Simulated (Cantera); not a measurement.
## Thermodynamics of silicon carbide growth, feed Si(CH3)4 + CH4 + H2

A closed system holds: 1 mol Si(CH3)4, 0.32 mol CH4, 1.2 mol H2, at 0.00133 bar.

Equilibrium computed with Cantera from the NASA thermochemical tables; the gas is ideal and each condensed phase is pure. Candidate condensed phases: C, C6H6, C7H8, C8H18, Si, SiC; 87 gas species. Rates play no part.

```tsv
T (°C)	x H2	x H	x Si	x C2H2 (acetylene)	n C(graphite)	n SiC(s)
1150	1.000	0.000182	6.08e-9	3.43e-6	3.32	1.00
1250	0.999	0.000633	1.08e-7	1.18e-5	3.32	1.000
1350	0.998	0.00189	1.33e-6	3.48e-5	3.32	1.000
1450	0.995	0.00498	1.23e-5	9.00e-5	3.32	1.000
1550	0.988	0.0118	8.86e-5	0.000209	3.32	0.999
1650	0.974	0.0255	0.000519	0.000439	3.32	0.995
1750	0.946	0.0506	0.00255	0.000845	3.33	0.977
```
x: gas mole fraction; n: condensed amount in mol.

From 1150 °C to 1750 °C the condensed part is C(graphite) + SiC(s).
